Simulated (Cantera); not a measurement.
Input (Python, Cantera) and output of one run.

```python
import numpy as np
import cantera as ct

gas_names = """
    H HNO HNO2 HNO3 HO2 H2 H2O H2O2 N NH NH2 NH3 NH2OH NO NO2 NO3 N2 N2H2 N2H4 N2O O OH O2 O3 Si SiH
    SiH2 SiH3 SiH4 SiN SiO SiO2 Si2 Si2N Si3
""".split()
cond_names = """
    H2O(s) H2O(L) Si(cr) Si(L) SiO2(Lqz) SiO2(hqz) SiO2(L) Si2N2O(s) Si3N4(a)
""".split()


# ... load() reads the species with a 1 bar reference pressure and builds the phases ...
atoms = {
    'Si2H6': {'Si': 2, 'H': 6},
    'O3': {'O': 3},
    'N2': {'N': 2},
}
top_T = {'Si2N2O(s)': 2100, 'Si3N4(a)': 2400}  # K; cautious upper limits of use, not melting points


# ... equilibrate(T, P, feed) seeds the gas with the atoms and calls Mixture.equilibrate('TP', solver="vcs", rtol=1e-11, max_steps=5000) ...
results = []
feed = {'Si2H6': 1, 'O3': 0.054, 'N2': 11}  # mol
P = 133.322  # Pa
for T in [698, 798, 898, 998, 1098, 1198, 1298, 1398, 1498, 1598, 1698, 1798]:
    mix = equilibrate(T, P, feed)
    results.append((T, P, feed, dict(zip(mix.species_names, mix.species_moles))))
    x = sorted(zip(gas.X, gas.species_names), reverse=True)
    print(f"T = {T:g} K  P = {P:g} Pa  gas = {mix.phase_moles(0):.4g} mol")
    print("   x: " + "  ".join(f"{s} {v:.3e}" for v, s in x if v > 1e-05))
    print("   condensed (mol): " + ("  ".join(f"{mix.phase(i).name} {mix.phase_moles(i):.4g}"
          for i in range(1, mix.n_phases) if mix.phase_moles(i) > 1e-12) or "none"))
```

It prints:

```
T = 698 K  P = 133.322 Pa  gas = 12.72 mol
   x: N2 7.642e-01  H2 2.358e-01
   condensed (mol): Si2N2O(s) 0.162  Si3N4(a) 0.5587
T = 798 K  P = 133.322 Pa  gas = 12.72 mol
   x: N2 7.642e-01  H2 2.358e-01
   condensed (mol): Si2N2O(s) 0.162  Si3N4(a) 0.5587
T = 898 K  P = 133.322 Pa  gas = 12.72 mol
   x: N2 7.642e-01  H2 2.358e-01
   condensed (mol): Si2N2O(s) 0.162  Si3N4(a) 0.5587
T = 998 K  P = 133.322 Pa  gas = 12.72 mol
   x: N2 7.642e-01  H2 2.358e-01
   condensed (mol): Si2N2O(s) 0.162  Si3N4(a) 0.5587
T = 1098 K  P = 133.322 Pa  gas = 12.72 mol
   x: N2 7.642e-01  H2 2.358e-01
   condensed (mol): Si2N2O(s) 0.162  Si3N4(a) 0.5587
T = 1198 K  P = 133.322 Pa  gas = 12.72 mol
   x: N2 7.642e-01  H2 2.358e-01
   condensed (mol): Si2N2O(s) 0.162  Si3N4(a) 0.5587
T = 1298 K  P = 133.322 Pa  gas = 12.72 mol
   x: N2 7.642e-01  H2 2.358e-01  H 1.425e-05
   condensed (mol): Si2N2O(s) 0.162  Si3N4(a) 0.5587
T = 1398 K  P = 133.322 Pa  gas = 12.72 mol
   x: N2 7.641e-01  H2 2.358e-01  H 6.293e-05
   condensed (mol): Si2N2O(s) 0.1619  Si3N4(a) 0.5587
T = 1498 K  P = 133.322 Pa  gas = 12.73 mol
   x: N2 7.639e-01  H2 2.356e-01  H 2.285e-04  SiO 2.195e-04
   condensed (mol): Si2N2O(s) 0.1592  Si3N4(a) 0.5596
T = 1598 K  P = 133.322 Pa  gas = 12.79 mol
   x: N2 7.611e-01  H2 2.341e-01  SiO 3.981e-03  H 7.054e-04  Si 3.036e-05
   condensed (mol): Si2N2O(s) 0.1111  Si3N4(a) 0.5755
T = 1698 K  P = 133.322 Pa  gas = 14.18 mol
   x: N2 7.756e-01  H2 2.106e-01  SiO 1.142e-02  H 1.817e-03  Si 4.926e-04  Si2N 1.748e-05  SiH 1.285e-05
   condensed (mol): Si(L) 1.83
T = 1798 K  P = 133.322 Pa  gas = 14.23 mol
   x: N2 7.731e-01  H2 2.086e-01  SiO 1.139e-02  H 4.404e-03  Si 2.314e-03  Si2N 5.332e-05  SiH 4.427e-05  SiN 3.309e-05  Si2 1.390e-05
   condensed (mol): Si(L) 1.802
```

These are equilibrium values from Cantera (NASA tables, ideal gas, pure condensed phases), not measurements of a reactor. The feed counts by its element totals alone. N2 is the only nitrogen source here; it is nearly inert below about 1500 K, so the nitride shown seldom forms there in practice. Mutual solubility and eutectic melting of coexisting phases are not modelled. The tables' values for SiN are old estimates; treat these amounts as uncertain.
